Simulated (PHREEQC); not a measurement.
Solution (20 °C): 0.023 mol Na2S, 0.0012 mol NaCl and 0.00015 mol ZnCl2 per kg of water. Closed to the air; pH follows from the charge balance.

The numbers come from PHREEQC with the ion-association model, phreeqc.dat.

No solid was allowed to form.

### Question
Order these Zn species by the share of Zn that they hold, largest first: Zn(OH)4-2, Zn(HS)3-, Zn(HS)2, Zn(OH)3-.

### Answer
Zn(HS)2 (80 %), Zn(HS)3- (20 %), Zn(OH)3- (0.21 %), Zn(OH)4-2 (0.12 %)

The pH is 12.32 and the ionic strength 0.0526 mol/kgw. The solution is supersaturated, for example in Sphalerite (slow to form), so a real one may precipitate; this is no full list. With this much S-2 the pH rests on the database's HS-/S-2 constant; if that pK is higher, the solution is more alkaline. The database's pK near 12.9 for HS-/S-2 is now thought far too low, so its S-2 is overstated.
